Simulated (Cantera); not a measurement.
**Reactions in the system N-O-V**

Cantera with NASA thermochemical tables; ideal gases at 1 bar, condensed phases pure. Values are per mole of reaction as written; species without (g) are pure solids or liquids, kept so even where they would boil at 1 bar.

2 V2O5 + N(g) = 4 VO2(g) + NO2(g)

```csv
T (K),ΔH° (kJ),ΔS° (J/K),ΔG° (kJ),log10 K
1873,1427.0,555.5,386.6,-10.78
1923,1421.3,552.5,358.9,-9.75
1973,1415.6,549.6,331.3,-8.77
2023,1410.0,546.7,303.9,-7.85
2073,1404.3,544.0,276.6,-6.97
2123,1398.6,541.3,249.5,-6.14
2173,1393.0,538.6,222.5,-5.35
2223,1387.3,536.1,195.6,-4.60
2273,1381.7,533.6,168.9,-3.88
```

2 VO2(g) + NO2(g) = NO(g) + V2O5

```csv
T (K),ΔH° (kJ),ΔS° (J/K),ΔG° (kJ),log10 K
1873,-879.6,-267.5,-378.5,10.56
1923,-876.9,-266.1,-365.1,9.92
1973,-874.1,-264.7,-351.9,9.32
2023,-871.4,-263.4,-338.7,8.74
2073,-868.7,-262.0,-325.5,8.20
2123,-866.1,-260.8,-312.5,7.69
2173,-863.4,-259.5,-299.5,7.20
2223,-860.7,-258.3,-286.5,6.73
2273,-858.0,-257.1,-273.6,6.29
```
